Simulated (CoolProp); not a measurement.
Vapour-liquid equilibrium of R124 (1) + R142b (2) at -47.35 °C; x and y are mole fractions of (1).

Values from CoolProp's multi-fluid Helmholtz-energy mixture model, de Vries 1995 and Lemmon 2006; pair parameters Bell 2016.

Task: Give the bubble pressure and the first vapour's composition at x = 0.35, 0.55, 0.65. Is there an azeotrope?

Result: x = 0.35: 0.1598 bar, y = 0.361; x = 0.55: 0.1620 bar, y = 0.571; x = 0.65: 0.1636 bar, y = 0.675. No azeotrope shows between x = 0.05 and 0.95.

The pair parameters rest on a limited set of measurements; away from them the model extrapolates.
